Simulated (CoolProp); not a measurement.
Computed with CoolProp (reference Helmholtz-energy equation of state, Younglove 1994). It is a modified Benedict-Webb-Rubin equation, recast in Helmholtz form.

Give the vapour pressure (MPa), liquid density (kg/m³), vapour viscosity (µPa s) of saturated R123 at -60.95 °C.


```json
[
 {"T (°C)": "-60.95", "p (MPa)": "0.000746", "liquid density (kg/m³)": "1670", "vapour viscosity (µPa s)": "7.47"}
]
```

Viscosity comes from a separate model (Tanaka 1996).
